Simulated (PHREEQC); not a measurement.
Consider water at 25 °C with 0.22 mol NaH2PO4, 0.00019 mol H2SO4 and 0.0016 mol H4SiO4 per kg of water. Closed to the air; pH follows from the charge balance.

All values are PHREEQC results (ion-association model, wateq4f.dat), not measurements.

| Item | Result |
|---|---|
| pH | 4.31 |
| ionic strength | 0.221 mol/kgw |
| activity of water | 0.992 |
| total alkalinity | -0.380 meq/kg |

```
species  molality  activity   log γ
-------  --------  --------  ------
Na+         0.220     0.162  -0.132
H2PO4-      0.218     0.161  -0.131
H4SiO4    0.00160   0.00168   0.022
H3PO4     0.00111   0.00117   0.022
HPO4-2   0.000707  0.000204  -0.541
SO4-2    0.000145   4.08e-5  -0.550
NaHPO4-   8.71e-5   6.44e-5  -0.131
H+        6.20e-5   4.92e-5  -0.100
NaSO4-    4.49e-5   3.32e-5  -0.131
HSO4-     2.71e-7   1.95e-7  -0.141
H3SiO4-   7.09e-9   5.04e-9  -0.148
```

This is a speciation only: nothing precipitates in the calculation. The solution is supersaturated, for example in Quartz (slow to form), Chalcedony (slow to form), so a real one may precipitate; this is no full list. H3PO4, which wateq4f.dat lacks, is added to it with the constant of phreeqc.dat.
